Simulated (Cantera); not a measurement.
Gas mixture: 14.6 % CO2, 6.15 % C3H8, 47.6 % NH3, 31.7 % CH3OH, at 33.8 Torr, frozen composition.

Cantera's kinetic-theory transport with the Lennard-Jones parameters of GRI-Mech 3.0, ideal gas; thermal conductivity in the multicomponent form. Polar gases are described roughly by these parameters. The composition is frozen, though it would react at the higher temperatures.

D: mixture-averaged diffusion coefficient of that species in the mixture.

| T (K) | ρ (kg/m³) | cp (J/kg/K) | μ (µPa s) | λ (mW/m/K) | Pr | D (cm²/s) O | D (cm²/s) CO2 | D (cm²/s) H2 |
|---|---|---|---|---|---|---|---|---|
| 400 | 0.0371 | 1697 | 14.5 | 34.4 | 0.712 | 10.8 | (withheld) | 26.0 |
| 600 | 0.0247 | 2108 | 21.4 | 62.4 | 0.721 | 22.2 | (withheld) | 52.7 |
| 800 | 0.0185 | 2435 | 27.7 | 92.8 | 0.726 | 36.6 | (withheld) | 85.9 |
| 1000 | 0.0148 | 2701 | 33.4 | 124 | 0.728 | 53.5 | (withheld) | 125 |
| 1200 | 0.0124 | 2905 | 38.7 | 154 | 0.728 | 72.9 | (withheld) | 170 |
| 1400 | 0.0106 | 3072 | 43.5 | 184 | 0.728 | 94.5 | (withheld) | 220 |
| 1600 | 0.00927 | 3208 | 48.1 | 212 | 0.727 | 118 | (withheld) | 274 |
| 1800 | 0.00824 | 3317 | 52.4 | 239 | 0.726 | 144 | (withheld) | 333 |

Q: Complete the blanks.

A: 
- 400, D (cm²/s) CO2: 5.05
- 600, D (cm²/s) CO2: 11.0
- 800, D (cm²/s) CO2: 18.6
- 1000, D (cm²/s) CO2: 27.8
- 1200, D (cm²/s) CO2: 38.3
- 1400, D (cm²/s) CO2: 50.1
- 1600, D (cm²/s) CO2: 63.0
- 1800, D (cm²/s) CO2: 77.0
